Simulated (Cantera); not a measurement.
# Thermodynamics of calcination and drying, feed MgSO4 + H2O + H2

Charge: 1 mol MgSO4, 3.6 mol H2O, a varied amount of H2, at 1575 K and 0.133 bar.

These are equilibrium values from Cantera (NASA tables, ideal gas, pure condensed phases), not measurements of a reactor. Candidate condensed phases: H2O, H2SO4, Mg, MgO, Mg(OH)2, MgS, MgSO4, S; 26 gas species. Equilibrium is a limit: real reactors are often held back by kinetics, nucleation or transport.

From 1 mol H2 to 7.6 mol H2 the condensed part is MgO(s). The main Mg-bearing gas is Mg(OH)2 throughout.

```tsv
n(H2) (mol)	x H2O	x H2	x SO2	x H2S	x S2	n MgO(s)
1	0.820	0.000647	0.178	6.74e-9	1.23e-10	1.000
1.2	0.799	0.0290	0.169	0.000607	0.000498	1.000
1.5	0.787	0.0520	0.150	0.00321	0.00432	1.000
1.8	0.784	0.0671	0.131	0.00605	0.00920	1.000
2.2	0.781	0.0843	0.106	0.00981	0.0154	1.000
2.8	0.773	0.109	0.0752	0.0154	0.0226	1.000
3.4	0.760	0.136	0.0514	0.0211	0.0272	1.000
4.1	0.737	0.171	0.0317	0.0274	0.0292	1.000
5.1	0.692	0.227	0.0155	0.0354	0.0277	1.000
6.2	0.636	0.289	0.00740	0.0415	0.0234	1.000
7.6	0.569	0.362	0.00331	0.0456	0.0180	1.000
```
x: gas mole fraction; n: condensed amount in mol.
